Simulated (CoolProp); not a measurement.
The fluid at 898.98 K and 8.77 MPa (supercritical) is heated at constant pressure to 967.7 K. The same conditions are run with several fluids, on thermodynamics alone (safety and materials aside).

Computed with CoolProp (reference Helmholtz-energy equation of state of each fluid (carbon dioxide: Span 1996; nitrogen: Span 2000; normal hydrogen: Leachman 2009; oxygen: Schmidt 1985; dry air: Lemmon 2000)). Blends and air are pseudo-pure fits.

| fluid | heat (kJ/kg) | final density (kg/m³) |
|---|---|---|
| carbon dioxide | 84.9 | (withheld) |
| nitrogen | 79.9 | 29.6 |
| normal hydrogen | (withheld) | 2.16 |
| oxygen | 74.8 | 34.1 |
| dry air | 78.1 | (withheld) |

### Question
Fill in the missing entries.

### Answer

- carbon dioxide, final density (kg/m³): 47.1
- normal hydrogen, heat (kJ/kg): 1020
- dry air, final density (kg/m³): 30.7

Above 300 K oxygen's equation is extrapolated.
